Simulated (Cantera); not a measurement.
A diamond (100) surface in a fixed gas of H2 with x(CH4) = 0.0032, x(H) = 0.0082, at 1000 K, 0.0490 bar; coverages are run to steady state.

Detailed kinetics in Cantera: the Harris–Goodwin 1993 mechanism for the reconstructed diamond (100) surface.

θ: site fractions in the mechanism's names (c6HH fully hydrogenated, c6H* and c6*H radical sites, c6** diradical, c6HM methylated).

| x(CH3) | growth (µm/h) | θ c6HH | θ c6H* | θ c6*H | θ c6** | θ c6HM |
|---|---|---|---|---|---|---|
| 1e-06 | 0.0254 | 0.597 | 0.0184 | 0.375 | 0.00976 | 6.51e-5 |
| 2.4e-06 | 0.0610 | 0.597 | 0.0184 | 0.375 | 0.00975 | 0.000156 |
| 6e-06 | 0.152 | 0.597 | 0.0184 | 0.375 | 0.00975 | 0.000390 |
| 1.5e-05 | 0.381 | 0.596 | 0.0184 | 0.374 | 0.00974 | 0.000975 |
| 3.6e-05 | 0.912 | 0.595 | 0.0183 | 0.374 | 0.00971 | 0.00233 |
| 8.8e-05 | ___ | 0.592 | 0.0183 | 0.372 | 0.00965 | ___ |
| 0.00022 | 5.47 | 0.586 | 0.0180 | 0.368 | 0.00950 | 0.0140 |
| 0.00053 | ___ | 0.571 | 0.0176 | 0.358 | 0.00916 | ___ |
| 0.0013 | 29.2 | 0.537 | 0.0165 | 0.336 | 0.00841 | 0.0748 |

Task: What belongs in the gaps?

Result: 
- 8.8e-05, growth (µm/h): 2.22
- 8.8e-05, θ c6HM: 0.00568
- 0.00053, growth (µm/h): 12.8
- 0.00053, θ c6HM: 0.0327
